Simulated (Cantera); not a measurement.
**Equilibrium for silicon carbide growth: CH₃SiCl₃ + C₂H₂ + H₂**

Feed: 1 mol CH₃SiCl₃, 0.015 mol C₂H₂, 870 mol H₂, held at 1023 K and 23.3 Torr.

Cantera equilibrium calculation (NASA polynomials, part measured and part estimated; ideal gas, pure solids and liquids). Candidate condensed phases: C, C₆H₆, C₇H₈, C₈H₁₈, Si, SiC; 109 gas species. The feed counts by its element totals alone. The numbers say what is thermodynamically allowed, not how fast it happens.

The x(H₂) comes out as 0.997. The x(HCl) is 0.00343 and the x(CH₄) comes out as 3.63e-5. The n(SiC(s)) is 0.998 mol and the gas amount is 873.0 mol. The log10 activity of Si(s) (absent) comes out as -1.52. The log10 activity of C(graphite) (absent) is -1.80.
